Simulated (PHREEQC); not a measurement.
3.7 g of hydrous ferric oxide (600 m²/g; 0.2 weak and 0.005 strong sites per Fe, Dzombak-Morel constants, diffuse double layer) in 1 kg of water with 0.005 mol/kgw of an inert sodium salt, at 25 °C; the pH is set by adding NaOH or the inert anion's acid. Oxygen is held at 0.21 atm. CO2 from the air is kept out. No solid was allowed to form.

Base run: PHREEQC, ion-association model, wateq4f.dat. Each further column changes one thing. The table gives surface charge σ (C/m²).

| pH | base | background salt from 0.005 to 0.0005 mol/kgw | oxide from 3.7 to 18 g/kgw | 0.0055 mol/kgw BaCl2 added |
|---|---|---|---|---|
| 3 | 0.320 | 0.293 | 0.346 | 0.347 |
| 3.67 | 0.243 | 0.192 | 0.290 | 0.297 |
| 4.33 | 0.161 | 0.107 | 0.202 | 0.221 |
| 5 | 0.096 | 0.052 | 0.119 | 0.146 |
| 5.67 | 0.053 | 0.024 | 0.062 | 0.089 |
| 6.33 | 0.028 | 0.010 | 0.031 | 0.051 |
| 7.67 | 0.004 | (withheld) | 0.004 | 0.010 |
| 8.33 | -0.002 | -0.001 | -0.002 | -0.001 |
| 9 | -0.009 | (withheld) | -0.010 | (withheld) |
| 9.67 | -0.022 | -0.008 | -0.024 | -0.010 |
| 10.33 | -0.044 | -0.021 | (withheld) | -0.011 |
| 11 | -0.085 | -0.056 | -0.101 | (withheld) |

Problem. Fill in the missing entries.

Solution. 
- 7.67, background salt from 0.005 to 0.0005 mol/kgw: 0.001
- 9, background salt from 0.005 to 0.0005 mol/kgw: -0.003
- 9, 0.0055 mol/kgw BaCl2 added: -0.007
- 10.33, oxide from 3.7 to 18 g/kgw: -0.050
- 11, 0.0055 mol/kgw BaCl2 added: -0.012

The oxide is taken as insoluble; below pH 4 it would dissolve.
